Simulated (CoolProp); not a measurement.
The fluid at 383.81 K and 0.00943 MPa expands adiabatically to 0.00113 MPa with isentropic efficiency 0.7. The same conditions are run with several fluids, on thermodynamics alone (safety and materials aside).

Computed with CoolProp (reference Helmholtz-energy equation of state of each fluid (m-xylene: Zhou 2012; carbonyl sulfide: Lemmon 2006; tetrahydrofuran: Fiedler 2023; dimethyl carbonate: Zhou 2011; R1336mzz(E): Akasaka 2023)).

Question: Rank m-xylene, carbonyl sulfide, tetrahydrofuran, dimethyl carbonate, R1336mzz(E) by work (kJ/kg), highest first.

Answer: carbonyl sulfide (64.8), tetrahydrofuran (59.9), dimethyl carbonate (48.9), m-xylene (42.1), R1336mzz(E) (27.2)

| fluid | final temperature (K) | final density (kg/m³) |
|---|---|---|
| m-xylene | 354.8 | 0.0407 |
| carbonyl sulfide | 294.0 | 0.0278 |
| tetrahydrofuran | 338.4 | 0.0290 |
| dimethyl carbonate | 347.5 | 0.0352 |
| R1336mzz(E) | 352.8 | 0.0632 |
